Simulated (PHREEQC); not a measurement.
Solution (25 °C): 0.0015 mol/kgw HCl, 0.00079 mol/kgw ZnSO4 and 7.6e-05 mol/kgw MgSO4. Closed to the air; pH follows from the charge balance.

All values are PHREEQC results (ion-association model, phreeqc.dat), not measurements.

```yaml
pH: 2.88
ionic_strength: 0.00451 mol/kgw
specific_conductance: 767 µS/cm
total_alkalinity: -1.50 meq/kg
```

```csv
species,molality,activity,log γ
Cl-,0.00150,0.00139,-0.032
H+,0.00143,0.00133,-0.029
Zn+2,0.000719,0.000541,-0.123
SO4-2,0.000715,0.000538,-0.124
HSO4-,7.50e-5,6.98e-5,-0.031
Mg+2,6.94e-5,5.25e-5,-0.121
ZnSO4,6.82e-5,6.83e-5,0.000
MgSO4,6.61e-6,6.62e-6,0.000
ZnCl+,2.18e-6,2.03e-6,-0.031
Zn(SO4)2-2,3.99e-7,2.99e-7,-0.126
ZnCl2,2.96e-9,2.96e-9,0.000
```

This is a speciation only: nothing precipitates in the calculation.
